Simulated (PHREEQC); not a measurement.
1 kg of water holding 0.027 mol/kgw NaCl, 0.0076 mol/kgw Na2B4O7 and 0.1 mol/kgw Na2SO4 is evaporated at 30 °C; the solids stay in contact with the brine. The system is closed to CO2. Solids allowed: Halite, Mirabilite, Thenardite, Borax, Boric_acid,s, NaBO2:4H2O, NaB5O8:5H2O, Teepleite. Others were left out.

Equilibrium calculation in PHREEQC: Pitzer model, pitzer.dat.

```json
[
 {"water left (kg)": "1", "ionic strength": "0.342", "water activity": "0.994", "Thenardite (mol)": "0", "Mirabilite (mol)": "0"},
 {"water left (kg)": "0.8219", "ionic strength": "0.416", "water activity": "0.993", "Thenardite (mol)": "0", "Mirabilite (mol)": "0"},
 {"water left (kg)": "0.6755", "ionic strength": "0.507", "water activity": "[?]", "Thenardite (mol)": "0", "Mirabilite (mol)": "0"},
 {"water left (kg)": "0.4564", "ionic strength": "0.750", "water activity": "[?]", "Thenardite (mol)": "0", "Mirabilite (mol)": "0"},
 {"water left (kg)": "0.3751", "ionic strength": "0.913", "water activity": "0.986", "Thenardite (mol)": "0", "Mirabilite (mol)": "0"},
 {"water left (kg)": "0.3083", "ionic strength": "1.11", "water activity": "[?]", "Thenardite (mol)": "0", "Mirabilite (mol)": "0"},
 {"water left (kg)": "0.2535", "ionic strength": "1.35", "water activity": "0.980", "Thenardite (mol)": "0", "Mirabilite (mol)": "0"},
 {"water left (kg)": "0.2084", "ionic strength": "1.65", "water activity": "0.976", "Thenardite (mol)": "0", "Mirabilite (mol)": "0"},
 {"water left (kg)": "0.1714", "ionic strength": "2.01", "water activity": "0.971", "Thenardite (mol)": "0", "Mirabilite (mol)": "0"},
 {"water left (kg)": "0.1159", "ionic strength": "2.97", "water activity": "0.959", "Thenardite (mol)": "0", "Mirabilite (mol)": "0"},
 {"water left (kg)": "0.09528", "ionic strength": "3.60", "water activity": "0.951", "Thenardite (mol)": "0", "Mirabilite (mol)": "0"},
 {"water left (kg)": "0.07821", "ionic strength": "4.35", "water activity": "0.941", "Thenardite (mol)": "0", "Mirabilite (mol)": "0"},
 {"water left (kg)": "0.06421", "ionic strength": "5.26", "water activity": "0.929", "Thenardite (mol)": "0", "Mirabilite (mol)": "0"},
 {"water left (kg)": "0.05271", "ionic strength": "6.38", "water activity": "0.913", "Thenardite (mol)": "0", "Mirabilite (mol)": "0"},
 {"water left (kg)": "0.04325", "ionic strength": "7.74", "water activity": "0.892", "Thenardite (mol)": "0", "Mirabilite (mol)": "0"},
 {"water left (kg)": "0.02065", "ionic strength": "[?]", "water activity": "0.850", "Thenardite (mol)": "0", "Mirabilite (mol)": "[?]"},
 {"water left (kg)": "0.02053", "ionic strength": "[?]", "water activity": "0.849", "Thenardite (mol)": "[?]", "Mirabilite (mol)": "0.0182"},
 {"water left (kg)": "0.01951", "ionic strength": "9.19", "water activity": "0.848", "Thenardite (mol)": "0.0504", "Mirabilite (mol)": "0"},
 {"water left (kg)": "0.01596", "ionic strength": "8.88", "water activity": "[?]", "Thenardite (mol)": "0.0626", "Mirabilite (mol)": "0"},
 {"water left (kg)": "0.01303", "ionic strength": "8.54", "water activity": "0.836", "Thenardite (mol)": "0.0726", "Mirabilite (mol)": "0"},
 {"water left (kg)": "0.01064", "ionic strength": "8.19", "water activity": "0.827", "Thenardite (mol)": "0.0805", "Mirabilite (mol)": "0"},
 {"water left (kg)": "0.007042", "ionic strength": "7.59", "water activity": "0.796", "Thenardite (mol)": "0.0915", "Mirabilite (mol)": "0"},
 {"water left (kg)": "0.0057", "ionic strength": "7.49", "water activity": "0.770", "Thenardite (mol)": "0.0950", "Mirabilite (mol)": "0"},
 {"water left (kg)": "0.004613", "ionic strength": "7.61", "water activity": "0.741", "Thenardite (mol)": "0.0971", "Mirabilite (mol)": "0"}
]
```

Q: What belongs in the gaps?

A: 
- 0.6755, water activity: 0.992
- 0.4564, water activity: 0.988
- 0.3083, water activity: 0.983
- 0.02065, ionic strength: 9.25
- 0.02065, Mirabilite (mol): 0.0465
- 0.02053, ionic strength: 9.26
- 0.02053, Thenardite (mol): 0.0286
- 0.01596, water activity: 0.843
